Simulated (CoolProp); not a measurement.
The numbers come from the reference Helmholtz-energy equation of state, Lemmon 2005 in CoolProp.

Problem. Give the vapour pressure (MPa), enthalpy of vaporisation (kJ/kg), liquid cp (kJ/(kg K)), liquid viscosity (µPa s) of saturated R125 at 289.9 K.

Solution. 
```json
[
 {"T (K)": "289.9", "p (MPa)": "1.10", "enthalpy of vaporisation (kJ/kg)": "119", "liquid cp (kJ/(kg K))": "1.34", "liquid viscosity (µPa s)": "160"}
]
```

Viscosity comes from a separate model (Huber 2006).
